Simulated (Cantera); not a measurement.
Feed: 1 mol trisilylamine, 2.4 mol NH3, 2.3 mol H2, held at 1898.15 K and 89.0 Pa.

Equilibrium computed with Cantera from the NASA thermochemical tables; the gas is ideal and each condensed phase is pure. Candidate condensed phases: Si, Si3N4; 18 gas species. The feed counts by its element totals alone. The tables' values for SiN are old estimates; treat these amounts as uncertain. Gases not in the tables: Si2H6 and higher silanes. Kinetics and transport are ignored.

Base state: H2 0.825, N2 0.137, H 0.0238, Si 0.0138, SiH 0.000327, Si2 0.000111, Si2N 7.44e-5, SiN 5.13e-5 (mole fractions); condensed: Si(l).

### Question
What changes in the equilibrium state with this change: temperature from 1898.15 K to 1200 K?

### Answer
```csv
species,before,after
H2,0.825,1.000
N2,0.137,3.20e-5
H,0.0238,6.61e-6
Si,0.0138,1.56e-9
SiH2,4.75e-5,1.19e-8
SiH,0.000327,<1e-9
Si2,0.000111,<1e-9
"Si(l), mol",2.82,0
"Si(s), mol",0,0.450
"Si3N4(s), mol",0,0.850
```
Mutual solubility and eutectic melting of coexisting phases are not modelled.
